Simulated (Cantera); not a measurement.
A closed system holds: 1 mol CH₂F₂, 0.13 mol Si, at 5.48 Torr.

These are equilibrium values from Cantera (NASA tables, ideal gas, pure condensed phases), not measurements of a reactor. Candidate condensed phases: C, C₆H₆, C₇H₈, C₈H₁₈, Si, SiC; 113 gas species. The tables' values for SiF₃ are old estimates; treat these amounts as uncertain. The numbers say what is thermodynamically allowed, not how fast it happens. All values below are at 1302 °C.

Base state: HF 0.792, H₂ 0.139, SiF₄ 0.0692, SiF₃ 0.000319, H 0.000181 (mole fractions); condensed: C(graphite).

### Question
What changes in the equilibrium state with this change: Si from 0.13 to 0.19 mol?

### Answer
```
species             before     after
----------------  --------  --------
HF                   0.792     0.685
H₂                   0.139     0.209
SiF₄                0.0692     0.104
SiHF₃              9.93e-6   2.61e-5
SiF₃              0.000319  0.000681
H                 0.000181  0.000223
C(graphite), mol     1.000     1.000
```
